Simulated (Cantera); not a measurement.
Charge: 1 mol Ta₂O₅, 0.73 mol H₂, at 0.0100 bar.

Equilibrium computed with Cantera from the NASA thermochemical tables; the gas is ideal and each condensed phase is pure. Candidate condensed phases: H₂O, Ta, Ta₂O₅; 12 gas species. Mutual solubility and eutectic melting of coexisting phases are not modelled. Condensed phases not in the tables: N, O or C dissolved in the metal. Equilibrium is a limit: real reactors are often held back by kinetics, nucleation or transport.

x: gas mole fraction; n: condensed amount in mol.

```json
[
 {"T (°C)": "552", "x H₂": "1.00", "x H": "7.93e-11", "x H₂O": "3.41e-9", "x TaO₂": "<1e-12", "x TaO": "<1e-12", "n Ta₂O₅(s)": "1.00", "n Ta(s)": "0"},
 {"T (°C)": "752", "x H₂": "1.00", "x H": "…", "x H₂O": "…", "x TaO₂": "<1e-12", "x TaO": "<1e-12", "n Ta₂O₅(s)": "1.00", "n Ta(s)": "0"},
 {"T (°C)": "952", "x H₂": "1.000", "x H": "3.12e-6", "x H₂O": "6.04e-6", "x TaO₂": "<1e-12", "x TaO": "<1e-12", "n Ta₂O₅(s)": "1.000", "n Ta(s)": "0"},
 {"T (°C)": "1152", "x H₂": "1.000", "x H": "6.82e-5", "x H₂O": "4.97e-5", "x TaO₂": "6.84e-11", "x TaO": "1.53e-11", "n Ta₂O₅(s)": "1.000", "n Ta(s)": "0"},
 {"T (°C)": "1352", "x H₂": "0.999", "x H": "…", "x H₂O": "…", "x TaO₂": "…", "x TaO": "…", "n Ta₂O₅(s)": "1.000", "n Ta(s)": "0"},
 {"T (°C)": "1552", "x H₂": "0.995", "x H": "0.00439", "x H₂O": "0.000784", "x TaO₂": "3.69e-6", "x TaO": "7.22e-7", "n Ta₂O₅(s)": "1.000", "n Ta(s)": "0.000229"},
 {"T (°C)": "1752", "x H₂": "0.979", "x H": "0.0190", "x H₂O": "0.00200", "x TaO₂": "0.000162", "x TaO": "3.08e-5", "n Ta₂O₅(s)": "1.000", "n Ta(s)": "0.000552"}
]
```

Q: What belongs in the gaps?

A: 
- 752, x H: 4.36e-8
- 752, x H₂O: 3.08e-7
- 1352, x H: 0.000705
- 1352, x H₂O: 0.000237
- 1352, x TaO₂: 3.18e-8
- 1352, x TaO: 6.54e-9
